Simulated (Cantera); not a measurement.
A closed system holds: 1 mol SiH₄, 4.9 mol O₂, 75 mol H₂, at 3.00 mbar.

Method: chemical equilibrium by Gibbs-energy minimisation in Cantera with the NASA 1993 tables (ideal gas, pure condensed phases). Candidate condensed phases: H₂O, Si, SiO₂; 18 gas species. The tables hold silica as quartz up to 1696 K and as liquid above; real silica turns to tridymite and cristobalite and melts near 1996 K. Rates play no part.

### Question
At 1200 °C, list the 3 most abundant gas species with their mole fractions, and the condensed phases.

### Answer
H₂ 0.898, H₂O 0.101, H 0.000219. Condensed: SiO₂(β-quartz).
